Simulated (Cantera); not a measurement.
An adiabatic, constant-pressure homogeneous reactor starts with H₂ : O₂ : N₂ = 1 : 1.19 : 4.48 (molar parts), at 1250 K and 3.26 atm. Integrator tolerance rtol = 1e-08.

Cantera simulation using GRI-Mech 3.0 (53 species, 325 reactions); the numbers are that mechanism's predictions, not measurements. The hydrogen kinetics of GRI-Mech 3.0 are dated; newer H2 mechanisms differ, most at raised pressure.

What does this change do: initial temperature 1250 to 1625 K?


| quantity | before | after |
|---|---|---|
| time of steepest temperature rise | 13.7 µs | 3.17 µs |
| temperature at 7.00 s | 2262 K | 2539 K |
| equilibrium temperature | 2262 K | 2539 K |
| x(H₂) at 7.00 s | 0.000452 (gas-phase equilibrium 0.000452) | 0.00192 (gas-phase equilibrium 0.00192) |
| x(O₂) at 7.00 s | 0.105 (gas-phase equilibrium 0.105) | 0.0995 (gas-phase equilibrium 0.0995) |
| x(OH) at 7.00 s | 0.00502 (gas-phase equilibrium 0.00502) | 0.0124 (gas-phase equilibrium 0.0124) |
| x(NO₂) at 7.00 s | 1.48e-5 (gas-phase equilibrium 1.48e-5) | 1.72e-5 (gas-phase equilibrium 1.72e-5) |
| x(NO) at 7.00 s | 0.00985 (gas-phase equilibrium 0.00985) | 0.0162 (gas-phase equilibrium 0.0162) |

What does this change do: constant volume in place of constant pressure?


```tsv
quantity	before	after
time of steepest temperature rise	13.7 µs	13.3 µs
temperature at 7.00 s	2262 K	2462 K
equilibrium temperature	2262 K	2462 K
x(H₂) at 7.00 s	0.000452 (gas-phase equilibrium 0.000452)	0.000989 (gas-phase equilibrium 0.000989)
x(O₂) at 7.00 s	0.105 (gas-phase equilibrium 0.105)	0.102 (gas-phase equilibrium 0.102)
x(OH) at 7.00 s	0.00502 (gas-phase equilibrium 0.00502)	0.00855 (gas-phase equilibrium 0.00855)
x(NO₂) at 7.00 s	1.48e-5 (gas-phase equilibrium 1.48e-5)	2.26e-5 (gas-phase equilibrium 2.26e-5)
x(NO) at 7.00 s	0.00985 (gas-phase equilibrium 0.00985)	0.0143 (gas-phase equilibrium 0.0143)
```
